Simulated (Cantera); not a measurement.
## Chlorosilane synthesis and conversion: SiCl₄ + H₂

Input: 1 mol SiCl₄, 9.3 mol H₂, equilibrated at 17.0 bar.

Cantera equilibrium calculation (NASA polynomials, part measured and part estimated; ideal gas, pure solids and liquids). Candidate condensed phases: Si; 19 gas species. The tables' values for SiCl₃ are old estimates; treat these amounts as uncertain. The numbers say what is thermodynamically allowed, not how fast it happens.

From 227 °C to 1427 °C nothing is condensed. The main Si-bearing gas is SiCl₄ at 227 °C and SiCl₂ at 1427 °C.

```tsv
T (°C)	x H₂	x HCl	x SiCl₄	x SiHCl₃	x SiCl₂	x SiCl₃
227	0.903	0.000373	0.0967	0.000373	<1e-12	4.09e-12
327	0.901	0.00154	0.0955	0.00154	<1e-12	1.25e-9
427	0.899	0.00414	0.0930	0.00412	1.87e-11	7.26e-8
527	0.894	0.00853	0.0886	0.00840	2.79e-9	1.49e-6
627	0.888	0.0147	0.0826	0.0142	1.33e-7	1.52e-5
727	0.881	0.0223	0.0754	0.0210	2.85e-6	9.42e-5
827	0.872	0.0311	0.0674	0.0278	3.37e-5	0.000404
927	0.862	0.0409	0.0590	0.0338	0.000252	0.00130
1027	0.851	0.0519	0.0504	0.0377	0.00128	0.00330
1127	0.839	0.0650	0.0416	0.0380	0.00462	0.00673
1227	0.823	0.0813	0.0324	0.0340	0.0120	0.0111
1327	0.805	0.100	0.0231	0.0268	0.0237	0.0149
1427	0.787	0.120	0.0149	0.0189	0.0375	0.0168
```
x: gas mole fraction; nothing condenses.
